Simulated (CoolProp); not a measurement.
Vapour-liquid equilibrium of benzene (1) + ethylbenzene (2) at 161.95 °C; x and y are mole fractions of (1).

Values from CoolProp's multi-fluid Helmholtz-energy mixture model, Thol 2012 and Zhou 2012; pair parameters Bell 2016.

```csv
x,bubble pressure (bar),y at the bubble point,dew pressure at overall composition x (bar),liquid density (mol/L)
0.05,2.143,0.137,2.003,7.007
0.125,2.472,0.303,2.122,7.150
0.2,2.816,0.435,2.257,7.297
0.275,3.176,0.542,2.409,7.449
0.35,3.551,0.630,2.584,7.605
0.425,3.942,0.703,2.786,…
0.5,4.349,0.765,3.023,7.930
0.575,4.771,0.817,3.306,8.099
0.65,5.207,…,3.649,8.272
0.725,5.656,0.900,4.075,8.450
0.8,6.116,0.933,4.621,8.632
0.875,6.584,…,5.351,8.817
0.95,7.057,0.986,6.388,9.006
```

**Question.** Complete the blanks.

**Answer.** 
- 0.425, liquid density (mol/L): 7.765
- 0.65, y at the bubble point: 0.862
- 0.875, y at the bubble point: 0.961

No azeotrope shows between x = 0.05 and 0.95.

The pair parameters rest on a limited set of measurements; away from them the model extrapolates.
